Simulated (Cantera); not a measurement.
Gas mixture: 18.5 % CH3OH, 39.1 % N2, 42.4 % H2, at 5.00 bar, frozen composition.

Cantera's kinetic-theory transport with the Lennard-Jones parameters of GRI-Mech 3.0, ideal gas; thermal conductivity in the multicomponent form. Polar gases are described roughly by these parameters. The composition is frozen, though it would react at the higher temperatures.

One state of this run: ρ (kg/m³) = 1.07; cp (J/kg/K) = 2379; μ (µPa s) = 36.9; λ (mW/m/K) = 174; Pr = 0.504; D (cm²/s) CH3 = 0.483; D (cm²/s) H2O = 0.562; D (cm²/s) CO2 = 0.362. D: mixture-averaged diffusion coefficient of that species in the mixture.

### Question
Which value of T (K) does it belong to?
A. 1000
B. 700
C. 1300
D. 400

### Answer
A, 1000
